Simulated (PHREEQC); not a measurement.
Solution (26 °C): 0.033 mol KOH, 0.00037 mol H4SiO4 and 0.0028 mol KH2PO4 per kg of water. Closed to the air; pH follows from the charge balance.

Model: ion-association model, phreeqc.dat, run in PHREEQC.

| quantity | before | after |
|---|---|---|
| pH | 12.32 | 4.92 |
| ionic strength (mol/kgw) | 0.0426 | 0.00283 |
| HPO4-2 (mol/kgw) | 0.000771 | 1.72e-5 |
| H3SiO4- (mol/kgw) | 0.000294 | 5.01e-9 |
| KHPO4- (mol/kgw) | 2.56e-5 | 7.46e-8 |
| H4SiO4 (mol/kgw) | 7.54e-7 | 0.000370 |
| SI of Quartz (SiO2) | -2.15 | +0.53 |

### Question
Which change was made?
A. 0.006 mol/kgw KCl added
B. temperature from 26 to 30 °C
C. diluted 100-fold with water
D. temperature from 26 to 15 °C
E. KOH left out

### Answer
E, KOH left out

No solid was allowed to form. Some of these states are supersaturated (in Quartz (slow to form), Chalcedony (slow to form), for instance).
